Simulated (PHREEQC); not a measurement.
0.027 g of hydrous ferric oxide (600 m²/g; 0.2 weak and 0.005 strong sites per Fe, Dzombak-Morel constants, diffuse double layer) in 1 kg of water with 0.1 mol/kgw of an inert sodium salt and 9.5e-05 mmol/kgw Na2HAsO4 and 0.0059 mmol/kgw MnCl2, at 25 °C; the pH is set by adding NaOH or the inert anion's acid. The system is closed to oxygen. No CO2 enters from the air. No solid was allowed to form.

Base run: PHREEQC, ion-association model, wateq4f.dat. Each further column changes one thing. The table gives As sorbed (%).

```csv
pH,base,no electrostatic term (-no_edl),background salt from 0.1 to 0.01 mol/kgw,oxide from 0.027 to 0.14 g/kgw,2.8e-05 mol/kgw PbCl2 added
3,100.0,(withheld),100.0,100.0,100.0
3.67,100.0,87.7,100.0,100.0,100.0
4.33,100.0,(withheld),100.0,100.0,100.0
5,100.0,89.0,100.0,100.0,100.0
5.67,100.0,(withheld),100.0,100.0,100.0
6.33,100.0,94.9,100.0,100.0,100.0
7,100.0,96.8,100.0,100.0,100.0
7.67,99.9,98.6,100.0,100.0,100.0
8.33,99.4,99.7,99.7,99.8,100.0
9,96.1,99.9,(withheld),98.4,100.0
9.67,76.4,99.9,(withheld),89.6,100.0
10.33,34.2,99.9,15.6,(withheld),99.8
11,7.7,99.9,2.0,(withheld),96.8
```

Problem. Complete the blanks.

Solution. 
- 3, no electrostatic term (-no_edl): 86.5
- 4.33, no electrostatic term (-no_edl): 88.2
- 5.67, no electrostatic term (-no_edl): 91.4
- 9, background salt from 0.1 to 0.01 mol/kgw: 96.2
- 9.67, background salt from 0.1 to 0.01 mol/kgw: 65.7
- 10.33, oxide from 0.027 to 0.14 g/kgw: 60.0
- 11, oxide from 0.027 to 0.14 g/kgw: 20.4

The database has no arsenate complexes of Mn. The oxide is taken as insoluble; below pH 4 it would dissolve. In at least one series the solution becomes supersaturated in solids that the run did not let form, among them Pyrochroite. The database has no arsenate complexes of Pb, Mn.
